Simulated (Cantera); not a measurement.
**Equilibrium for chlorosilane synthesis and conversion: SiCl4 + HCl + H2**

Input: 1 mol SiCl4, 2.8 mol HCl, 0.52 mol H2, held at 29.0 bar.

Equilibrium computed with Cantera from the NASA thermochemical tables; the gas is ideal and each condensed phase is pure. Candidate condensed phases: Si; 19 gas species. The tables' values for SiCl3 are old estimates; treat these amounts as uncertain. The numbers say what is thermodynamically allowed, not how fast it happens.

From 227 °C to 1327 °C nothing is condensed. The main Si-bearing gas is SiCl4 throughout.

```json
[
 {"T (°C)": "227", "x HCl": "0.648", "x SiCl4": "0.231", "x H2": "0.120", "x SiCl3": "<1e-12"},
 {"T (°C)": "327", "x HCl": "0.648", "x SiCl4": "0.231", "x H2": "0.120", "x SiCl3": "2.01e-12"},
 {"T (°C)": "427", "x HCl": "0.648", "x SiCl4": "0.231", "x H2": "0.120", "x SiCl3": "3.24e-10"},
 {"T (°C)": "527", "x HCl": "0.648", "x SiCl4": "0.231", "x H2": "0.120", "x SiCl3": "1.44e-8"},
 {"T (°C)": "627", "x HCl": "0.648", "x SiCl4": "0.231", "x H2": "0.120", "x SiCl3": "2.72e-7"},
 {"T (°C)": "727", "x HCl": "0.648", "x SiCl4": "0.231", "x H2": "0.120", "x SiCl3": "2.81e-6"},
 {"T (°C)": "827", "x HCl": "0.649", "x SiCl4": "0.231", "x H2": "0.120", "x SiCl3": "1.88e-5"},
 {"T (°C)": "927", "x HCl": "0.649", "x SiCl4": "0.230", "x H2": "0.119", "x SiCl3": "9.11e-5"},
 {"T (°C)": "1027", "x HCl": "0.650", "x SiCl4": "0.229", "x H2": "0.118", "x SiCl3": "0.000342"},
 {"T (°C)": "1127", "x HCl": "0.652", "x SiCl4": "0.227", "x H2": "0.117", "x SiCl3": "0.00105"},
 {"T (°C)": "1227", "x HCl": "0.654", "x SiCl4": "0.224", "x H2": "0.115", "x SiCl3": "0.00272"},
 {"T (°C)": "1327", "x HCl": "0.658", "x SiCl4": "0.219", "x H2": "0.111", "x SiCl3": "0.00612"}
]
```
x: gas mole fraction; nothing condenses.
